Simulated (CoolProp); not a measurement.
Vapour pressure (MPa) of octamethyltrisiloxane (MDM): the reference equation beside estimates from Tc = 565.4 K, pc = 1.438 MPa, ω = 0.528.

Values from CoolProp's reference Helmholtz-energy equation of state, Thol 2017.

```json
[
 {"T (K)": "438.4", "reference": "0.1398", "Lee-Kesler": "0.1385", "van der Waals": "0.4763", "Soave-Redlich-Kwong": "0.1392"},
 {"T (K)": "443", "reference": "0.1562", "Lee-Kesler": "0.1546", "van der Waals": "0.5003", "Soave-Redlich-Kwong": "0.1556"},
 {"T (K)": "447.7", "reference": "0.1743", "Lee-Kesler": "0.1726", "van der Waals": "0.5256", "Soave-Redlich-Kwong": "0.1739"},
 {"T (K)": "452.3", "reference": "0.1936", "Lee-Kesler": "0.1917", "van der Waals": "0.5512", "Soave-Redlich-Kwong": "0.1933"},
 {"T (K)": "456.9", "reference": "0.2145", "Lee-Kesler": "0.2124", "van der Waals": "0.5775", "Soave-Redlich-Kwong": "0.2144"},
 {"T (K)": "461.5", "reference": "0.2370", "Lee-Kesler": "0.2348", "van der Waals": "0.6046", "Soave-Redlich-Kwong": "0.2372"},
 {"T (K)": "466.2", "reference": "0.2618", "Lee-Kesler": "0.2595", "van der Waals": "0.6330", "Soave-Redlich-Kwong": "0.2624"},
 {"T (K)": "470.8", "reference": "0.2880", "Lee-Kesler": "0.2855", "van der Waals": "0.6617", "Soave-Redlich-Kwong": "0.2890"},
 {"T (K)": "475.4", "reference": "0.3161", "Lee-Kesler": "0.3134", "van der Waals": "0.6912", "Soave-Redlich-Kwong": "0.3176"},
 {"T (K)": "480", "reference": "0.3463", "Lee-Kesler": "0.3434", "van der Waals": "0.7215", "Soave-Redlich-Kwong": "0.3483"},
 {"T (K)": "484.7", "reference": "0.3793", "Lee-Kesler": "0.3762", "van der Waals": "0.7533", "Soave-Redlich-Kwong": "0.3820"},
 {"T (K)": "489.3", "reference": "0.4139", "Lee-Kesler": "0.4107", "van der Waals": "0.7852", "Soave-Redlich-Kwong": "0.4173"},
 {"T (K)": "493.9", "reference": "0.4508", "Lee-Kesler": "0.4475", "van der Waals": "0.8180", "Soave-Redlich-Kwong": "0.4550"},
 {"T (K)": "498.6", "reference": "0.4910", "Lee-Kesler": "0.4877", "van der Waals": "0.8523", "Soave-Redlich-Kwong": "0.4962"}
]
```

Absolute difference from the reference over all 14 rows, mean and median: Lee-Kesler 0.9 and 0.9 %, van der Waals 143.8 and 135.8 %, Soave-Redlich-Kwong 0.5 and 0.4 %.
